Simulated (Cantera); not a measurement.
Charge: 1 mol SF6, 3.9 mol H2, 1.9 mol O2, at 6.53 Torr.

These are equilibrium values from Cantera (NASA tables, ideal gas, pure condensed phases), not measurements of a reactor. Candidate condensed phases: H2O, H2SO4, S; 43 gas species. Equilibrium is a limit: real reactors are often held back by kinetics, nucleation or transport.

Task: At 2125 K, list the 6 most abundant gas species with their mole fractions, and the condensed phases.

Result: HF 0.712, SO2 0.116, H2O 0.0985, O2 0.0526, OH 0.00837, O 0.00406. Condensed: gas only.
